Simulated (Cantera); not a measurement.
A closed system holds: 1 mol C₂H₆, 0.057 mol H₂O, a varied amount of CO₂, at 1000 °C and 1 atm.

Method: chemical equilibrium by Gibbs-energy minimisation in Cantera with the NASA 1993 tables (ideal gas, pure condensed phases). Candidate condensed phases: C, C₆H₆, C₇H₈, C₈H₁₈, H₂O; 110 gas species. Rates play no part.

Q: Which condensed phases are stable at each of these points (n(CO₂) (mol)): 0.35, 0.5, 0.65, 0.8, 0.95, 1.1, 1.2, 1.4, 1.6, 1.7, 1.9, 2?

A: 
```tsv
n(CO₂) (mol)	condensed phases	C condensed (%)
0.35	C(graphite)	67.2
0.5	C(graphite)	57.3
0.65	C(graphite)	48.6
0.8	C(graphite)	40.8
0.95	C(graphite)	33.7
1.1	C(graphite)	27.4
1.2	C(graphite)	23.5
1.4	C(graphite)	16.3
1.6	C(graphite)	10.0
1.7	C(graphite)	7.1
1.9	C(graphite)	1.7
2	gas only	0.0
```

From 0.35 mol CO₂ to 1.9 mol CO₂ the condensed part is C(graphite). At 2 mol CO₂ nothing is condensed.
